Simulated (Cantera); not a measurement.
## Catalytic combustion on Pt

An isothermal plug-flow reactor at 1175 K and 0.632 atm (inlet), inlet velocity 0.31 m/s, active area per volume 210 1/m; feed 0.346 % CH4, 19.3 % O2, 80.3 % N2, equivalence ratio 0.036.

Cantera simulation using Deutschmann's 1995 Pt surface mechanism with GRI-Mech 3.0 gas chemistry; the numbers are that mechanism's predictions, not measurements. Catalytic surfaces can have several steady states; this one follows from the mechanism file's or the stated starting coverage. Mass transfer to the wall is taken as infinitely fast.

| z (m) | x CH4 | x O2 | x H2O | x CO2 | x CO | θ free Pt | θ O* |
|---|---|---|---|---|---|---|---|
| 5e-05 | 0.00342 | 0.193 | 7.77e-5 | 3.57e-5 | 3.13e-6 | 0.378 | 0.622 |
| 0.00011 | 0.00337 | 0.193 | 0.000170 | 8.11e-5 | 3.74e-6 | 0.378 | 0.622 |
| 0.00023 | 0.00328 | 0.193 | 0.000351 | 0.000171 | 3.74e-6 | 0.378 | 0.622 |
| 0.0005 | 0.00308 | 0.192 | 0.000742 | 0.000365 | 3.53e-6 | 0.378 | 0.622 |
| 0.0011 | 0.00268 | 0.192 | 0.00153 | 0.000756 | 3.12e-6 | 0.378 | 0.622 |
| 0.0023 | 0.00200 | 0.190 | 0.00284 | 0.00139 | 2.51e-6 | 0.378 | 0.621 |
| 0.005 | 0.00101 | 0.188 | 0.00475 | 0.00233 | 1.79e-6 | 0.379 | 0.621 |
x: gas mole fraction; θ: surface coverage.
